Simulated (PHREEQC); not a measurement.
0.021 g of hydrous ferric oxide (600 m²/g; 0.2 weak and 0.005 strong sites per Fe, Dzombak-Morel constants, diffuse double layer) in 1 kg of water with 0.05 mol/kgw of an inert sodium salt and 1.4e-07 mol/kgw ZnCl2, at 25 °C; the pH is set by adding NaOH or the inert anion's acid. O2 is buffered at 0.21 atm. No CO2 enters from the air. No solid was allowed to form.

Model: ion-association model, wateq4f.dat, run in PHREEQC.

```json
[
 {"pH": "3", "Zn sorbed (%)": "0.0", "surface charge σ (C/m²)": "0.357", "surface potential ψ (mV)": "169"},
 {"pH": "3.67", "Zn sorbed (%)": "0.0", "surface charge σ (C/m²)": "0.323", "surface potential ψ (mV)": "165"},
 {"pH": "4.33", "Zn sorbed (%)": "0.0", "surface charge σ (C/m²)": "0.258", "surface potential ψ (mV)": "153"},
 {"pH": "5", "Zn sorbed (%)": "0.1", "surface charge σ (C/m²)": "0.181", "surface potential ψ (mV)": "135"},
 {"pH": "5.67", "Zn sorbed (%)": "2.1", "surface charge σ (C/m²)": "0.115", "surface potential ψ (mV)": "112"},
 {"pH": "6.33", "Zn sorbed (%)": "23.5", "surface charge σ (C/m²)": "0.067", "surface potential ψ (mV)": "86"},
 {"pH": "7", "Zn sorbed (%)": "81.9", "surface charge σ (C/m²)": "0.034", "surface potential ψ (mV)": "56"},
 {"pH": "7.67", "Zn sorbed (%)": "98.7", "surface charge σ (C/m²)": "0.012", "surface potential ψ (mV)": "23"},
 {"pH": "8.33", "Zn sorbed (%)": "99.9", "surface charge σ (C/m²)": "-0.006", "surface potential ψ (mV)": "-11"},
 {"pH": "9", "Zn sorbed (%)": "100.0", "surface charge σ (C/m²)": "-0.026", "surface potential ψ (mV)": "-45"},
 {"pH": "9.67", "Zn sorbed (%)": "100.0", "surface charge σ (C/m²)": "-0.055", "surface potential ψ (mV)": "-76"},
 {"pH": "10.33", "Zn sorbed (%)": "99.9", "surface charge σ (C/m²)": "-0.097", "surface potential ψ (mV)": "-103"},
 {"pH": "11", "Zn sorbed (%)": "99.8", "surface charge σ (C/m²)": "-0.158", "surface potential ψ (mV)": "-127"}
]
```

The oxide is taken as insoluble; below pH 4 it would dissolve.
